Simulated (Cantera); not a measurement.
Feed: 1 mol Fe₃O₄, 0.23 mol H₂O, 0.57 mol O₂, at 9.80 bar.

Cantera equilibrium calculation (NASA polynomials, part measured and part estimated; ideal gas, pure solids and liquids). Candidate condensed phases: Fe, FeO, Fe(OH)₂, Fe(OH)₃, Fe₂O₃, Fe₃O₄, H₂O; 12 gas species. Equilibrium is a limit: real reactors are often held back by kinetics, nucleation or transport. All values below are at 500 °C.

Base state: O₂ 0.582, H₂O 0.418 (mole fractions); condensed: Fe₂O₃(s).

Question: What changes in the equilibrium state with this change: Fe₃O₄ replaced by TiO₂?

Answer: 
```
species            before  after
-----------------  ------  -----
O₂                  0.582  0.713
H₂O                 0.418  0.287
Fe₂O₃(s), mol        1.50      0
TiO₂(rutile), mol       0   1.00
```
Gases not in the tables: TiO(OH)₂. Further candidate phases: Ti, TiO, TiO₂, Ti₂O₃, Ti₃O₅, Ti₄O₇.
